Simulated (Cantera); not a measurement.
A closed system holds: 1 mol Si₂Cl₆, 130 mol H₂, held at 1.00 bar.

Points: T (K) = 825, 875, 925, 975, 1025, 1075, 1125, 1175, 1225, 1275, 1325, 1375, 1425.

Cantera's Mixture.equilibrate('TP', solver="vcs", rtol=1e-11, max_steps=5000) on the NASA tables stopped like this:

```
iCL4 5.519e-03
   condensed (mol): Si(cr) 0.2484
T = 875 K  P = 100000 Pa  gas = 131.3 mol
   x: H2 9.852e-01  SiHCL3 6.834e-03  SiCL4 5.457e-03  HCL 1.722e-03
   condensed (mol): Si(cr) 0.2778
T = 925 K  P = 100000 Pa  gas = 131.3 mol
   x: H2 9.843e-01  SiHCL3 6.577e-03  SiCL4 5.324e-03  HCL 2.895e-03
   condensed (mol): Si(cr) 0.3222
T = 975 K  P = 100000 Pa  gas = 131.4 mol
   x: H2 9.831e-01  SiHCL3 6.250e-03  SiCL4 5.098e-03  HCL 4.585e-03
   condensed (mol): Si(cr) 0.3852
T = 1025 K  P = 100000 Pa  gas = 131.5 mol
   x: H2 9.815e-01  HCL 6.883e-03  SiHCL3 5.833e-03  SiCL4 4.760e-03
   condensed (mol): Si(cr) 0.4693
ERROR: FAILURE its = 5001!

*******************************************************************************
CanteraError thrown by MultiPhase::equilibrate:
VCS solver failed. Return code: -1
*******************************************************************************
```

What got this run through?

This is not unique; one that fits is The failure is numerical, not chemical. The same input converged with solver="gibbs", rtol=1e-10, max_steps=50000, and the result passed a check of the equilibrium conditions:
```
T = 825 K  P = 100000 Pa  gas = 131.2 mol
   x: H2 9.857e-01  SiHCL3 7.040e-03  SiCL4 5.519e-03
   condensed (mol): Si(cr) 0.2484
T = 875 K  P = 100000 Pa  gas = 131.3 mol
   x: H2 9.852e-01  SiHCL3 6.834e-03  SiCL4 5.457e-03  HCL 1.722e-03
   condensed (mol): Si(cr) 0.2778
T = 925 K  P = 100000 Pa  gas = 131.3 mol
   x: H2 9.843e-01  SiHCL3 6.577e-03  SiCL4 5.324e-03  HCL 2.895e-03
   condensed (mol): Si(cr) 0.3222
T = 975 K  P = 100000 Pa  gas = 131.4 mol
   x: H2 9.831e-01  SiHCL3 6.250e-03  SiCL4 5.098e-03  HCL 4.585e-03
   condensed (mol): Si(cr) 0.3852
T = 1025 K  P = 100000 Pa  gas = 131.5 mol
   x: H2 9.815e-01  HCL 6.883e-03  SiHCL3 5.833e-03  SiCL4 4.760e-03
   condensed (mol): Si(cr) 0.4693
T = 1075 K  P = 100000 Pa  gas = 131.6 mol
   x: H2 9.793e-01  HCL 9.837e-03  SiHCL3 5.312e-03  SiCL4 4.294e-03
   condensed (mol): Si(cr) 0.5751
T = 1125 K  P = 100000 Pa  gas = 131.8 mol
   x: H2 9.767e-01  HCL 1.342e-02  SiHCL3 4.677e-03  SiCL4 3.699e-03
   condensed (mol): Si(cr) 0.7001
T = 1175 K  P = 100000 Pa  gas = 132 mol
   x: H2 9.737e-01  HCL 1.748e-02  SiHCL3 3.936e-03  SiCL4 2.997e-03
   condensed (mol): Si(cr) 0.8373
T = 1225 K  P = 100000 Pa  gas = 132.2 mol
   x: H2 9.705e-01  HCL 2.174e-02  SiHCL3 3.125e-03  SiCL4 2.243e-03  SiCL2 1.188e-03
   condensed (mol): Si(cr) 0.9759
T = 1275 K  P = 100000 Pa  gas = 132.4 mol
   x: H2 9.674e-01  HCL 2.579e-02  SiHCL3 2.311e-03  SiCL2 1.782e-03  SiCL4 1.526e-03
   condensed (mol): Si(cr) 1.103
T = 1325 K  P = 100000 Pa  gas = 132.6 mol
   x: H2 9.648e-01  HCL 2.920e-02  SiCL2 2.421e-03  SiHCL3 1.582e-03
   condensed (mol): Si(cr) 1.205
T = 1375 K  P = 100000 Pa  gas = 132.7 mol
   x: H2 9.628e-01  HCL 3.171e-02  SiCL2 3.010e-03  SiHCL3 1.011e-03
   condensed (mol): Si(cr) 1.278
T = 1425 K  P = 100000 Pa  gas = 132.8 mol
   x: H2 9.615e-01  HCL 3.334e-02  SiCL2 3.489e-03
   condensed (mol): Si(cr) 1.322
```

The gas is ideal and each condensed phase is pure. The feed counts by its element totals alone. The tables' values for SiCl3 are old estimates; treat these amounts as uncertain.
